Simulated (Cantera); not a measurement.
Feed: 1 mol CS2, 0.5 mol H2, 14 mol N2, equilibrated at 75.0 Torr.

These are equilibrium values from Cantera (NASA tables, ideal gas, pure condensed phases), not measurements of a reactor. Candidate condensed phases: C, C6H6, C7H8, C8H18, S; 100 gas species. Gases not in the tables: S3 to S7. Rates play no part.

x: gas mole fraction; n: condensed amount in mol.

```tsv
T (K)	x N2	x CS2	x H2	x H2S	x CS	x S2	x HCN	n C(graphite)
1025	0.914	0.0472	0.00903	0.0236	1.39e-7	0.00627	6.97e-7	0.277
1125	0.911	0.0493	0.0155	0.0170	1.41e-6	0.00726	3.65e-6	0.243
1225	0.908	0.0510	0.0212	0.0112	9.74e-6	0.00820	1.36e-5	0.213
1325	0.906	0.0521	…	…	…	0.00901	…	0.194
1425	0.905	0.0525	0.0276	…	…	0.00968	…	0.184
1525	0.904	0.0524	0.0290	0.00299	0.000668	0.0102	0.000204	0.175
1625	0.903	0.0517	0.0298	0.00201	0.00190	0.0106	0.000391	0.163
1725	0.901	0.0502	0.0301	0.00139	0.00474	0.0108	0.000690	0.136
1825	0.898	0.0473	0.0300	0.000970	0.0105	0.0106	0.00114	0.0804
1925	0.893	0.0422	0.0296	0.000700	0.0199	0.0105	0.00164	0
```

Problem. Complete the blanks.

Solution. 
- 1325, x H2: 0.0251
- 1325, x H2S: 0.00716
- 1325, x CS: 4.98e-5
- 1325, x HCN: 3.94e-5
- 1425, x H2S: 0.00457
- 1425, x CS: 0.000201
- 1425, x HCN: 9.57e-5
